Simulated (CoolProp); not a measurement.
Model: reference Helmholtz-energy equation of state, Thol 2019, in CoolProp.

Task: For dodecamethylpentasiloxane (MD3M), give the phase and the speed of sound (m/s), isothermal compressibility (1/MPa), expansivity (1/kK) at 105.95 °C and 0.101 MPa; 186.65 °C and 0.101 MPa.

Result: 
- 105.95 °C and 0.101 MPa: liquid; speed of sound 703, isothermal compressibility 0.00296, expansivity 1.26
- 186.65 °C and 0.101 MPa: liquid; speed of sound 490, isothermal compressibility 0.00670, expansivity 1.60
